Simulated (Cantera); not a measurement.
A perfectly stirred reactor is fed with 10.4 % CH4, 18.8 % O2, 70.8 % N2, at 500000 Pa; it is adiabatic with a 650 K inlet, and is followed from long to short residence time, starting on the burning branch (τ in s: 0.077, 0.027, 0.0098, 0.0035, 0.0012, 0.00045, 0.00016, 5.7e-05, 2e-05, 7.2e-06).

Computed with Cantera and GRI-Mech 3.0 (53 species, 325 reactions).

One state of this run: T (K) = 2433; x CH4 = 8.83e-6; x O2 = 0.00150; x CH2CO = 1.15e-8; x N2O = 1.79e-7; x C2H6 = 3.34e-11; x H = 0.00120; x C2H2 = 1.17e-8. x: mole fraction; the columns are a selection and need not sum to one.

**Question.** Which value of τ (s) does it belong to?
A. 0.00045
B. 0.0012
C. 0.0098
D. 7.2e-6

**Answer.** C, 0.0098
